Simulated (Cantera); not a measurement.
Source: NASA polynomial tables (part measured, part estimated), evaluated in Cantera. Values are per mole of reaction as written; species without (g) are pure solids or liquids, kept so even where they would boil at 1 bar.

2 SO3(g) + S → 3 SO2(g)

```
T (K)  ΔH° (kJ)  ΔS° (J/K)  ΔG° (kJ)  log10 K  condensed phases
-----  --------  ---------  --------  -------  ----------------
300       -99.0      199.0    -158.7    27.63              S(s)
825      -111.4      174.7    -255.5    16.18              S(l)
850           ?          ?         ?        ?              S(l)
875      -112.4      173.5    -264.2    15.77              S(l)
900      -113.0      172.8    -268.6    15.59              S(l)
925      -113.6      172.2    -272.9    15.41              S(l)
950      -114.2      171.6    -277.2    15.24              S(l)
975      -114.7      171.0    -281.4    15.08              S(l)
1000          ?          ?         ?        ?              S(l)
1025     -115.7      170.0    -290.0    14.78              S(l)
1050     -116.2      169.5    -294.2    14.64              S(l)
```

Fill in the missing entries.


- 850, ΔH° (kJ): -111.9
- 850, ΔS° (J/K): 174.1
- 850, ΔG° (kJ): -259.9
- 850, log10 K: 15.97
- 1000, ΔH° (kJ): -115.2
- 1000, ΔS° (J/K): 170.5
- 1000, ΔG° (kJ): -285.7
- 1000, log10 K: 14.92
